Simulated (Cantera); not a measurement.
Charge: 1 mol Si, 0.0029 mol O2, 760 mol H2, 1.9 mol N2O, at 1527 °C and 133 Pa.

These are equilibrium values from Cantera (NASA tables, ideal gas, pure condensed phases), not measurements of a reactor. Candidate condensed phases: H2O, Si, SiO2, Si2N2O, Si3N4; 35 gas species. Rates play no part.

Base state: H2 0.985, H 0.00973, N2 0.00248, SiO 0.00130, H2O 0.00118 (mole fractions); condensed: gas only.

Task: What changes in the equilibrium state with this change: temperature from 1527 °C to 1875 °C?

Result: 
| species | before | after |
|---|---|---|
| H2 | 0.985 | 0.888 |
| H | 0.00973 | 0.108 |
| N2 | 0.00248 | 0.00236 |
| SiO | 0.00130 | 0.00124 |
| OH | 7.70e-7 | 1.73e-5 |
| H2O | 0.00118 | 0.00110 |
